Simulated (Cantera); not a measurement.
A freely propagating, adiabatic, planar premixed flame of 42.4 % H₂, 15.1 % O₂, 42.4 % N₂, equivalence ratio 1.4, unburnt at 550 K and 1.10 bar; mixture-averaged transport, grid criteria slope 0.08 and curve 0.16, no radiation.

Detailed kinetics in Cantera: the H2/O2 subset of GRI-Mech 3.0, which has no nitrogen chemistry. Burning velocities carry a grid error of a few per cent, more on coarse grids.

Q: Predict: laminar burning velocity; thermal thickness; peak x(HO₂); peak x(OH); peak x(H₂O₂).

A: 
| Item | Result |
|---|---|
| laminar burning velocity | 945 cm/s |
| thermal thickness | 0.367 mm |
| peak x(HO₂) | 0.000397 |
| peak x(OH) | 0.0186 |
| peak x(H₂O₂) | 2.14e-5 |
